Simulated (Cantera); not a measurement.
Standard-state values (1 bar) from the NASA 1993 polynomials, evaluated with Cantera. Values are per mole of reaction as written; species without (g) are pure solids or liquids, kept so even where they would boil at 1 bar.

Q: Between 300 and 600 K, where is each reaction favourable under standard conditions?
- 8 H(g) + Ni3S4 ⇌ 3 Ni + 4 H2S(g)

A: 
- 8 H(g) + Ni3S4 ⇌ 3 Ni + 4 H2S(g): ΔG° is -1467 kJ at 300 K and -1396 kJ at 600 K; it stays negative (K > 1). ΔH° is -1560 kJ and ΔS° -274 J/K at 600 K.
